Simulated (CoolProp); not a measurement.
Vapour pressure (MPa) of n-heptane: the reference equation beside estimates from Tc = 541.2 K, pc = 2.774 MPa, ω = 0.349. Clausius-Clapeyron is anchored at 282.2 K with a constant enthalpy of vaporisation of 37.57 kJ/mol.

The numbers come from the reference Helmholtz-energy equation of state, Span 2003 in CoolProp. It is a short technical equation, of lower accuracy than the large ones.

```
T (K)   reference  Clausius-Clapeyron  Soave-Redlich-Kwong  Peng-Robinson
-----  ----------  ------------------  -------------------  -------------
282.2    0.002603            0.002603             0.002503       0.002694
293.6    0.004834            0.004847           (withheld)       0.004944
305      0.008492            0.008616             0.008217       0.008605
316.4     0.01421             0.01469              0.01380        0.01430
327.8     0.02277          (withheld)              0.02221        0.02279
339.2     0.03514             0.03838              0.03440        0.03503
350.6     0.05242             0.05919              0.05153     (withheld)
362    (withheld)             0.08882              0.07490        0.07532
373.4      0.1070              0.1300               0.1060         0.1061
384.8      0.1473          (withheld)               0.1465         0.1460
396.2      0.1985              0.2609               0.1980         0.1967
407.6      0.2623          (withheld)               0.2627         0.2603
```

**Question.** Complete the blanks.

**Answer.** 
- 293.6, Soave-Redlich-Kwong: 0.004661
- 327.8, Clausius-Clapeyron: 0.02415
- 350.6, Peng-Robinson: 0.05211
- 362, reference: 0.07590
- 384.8, Clausius-Clapeyron: 0.1861
- 407.6, Clausius-Clapeyron: 0.3590

Absolute difference from the reference over all 12 rows, mean and median: Clausius-Clapeyron 13.9 and 11.1 %, Soave-Redlich-Kwong 1.9 and 1.9 %, Peng-Robinson 1.1 and 0.8 %.
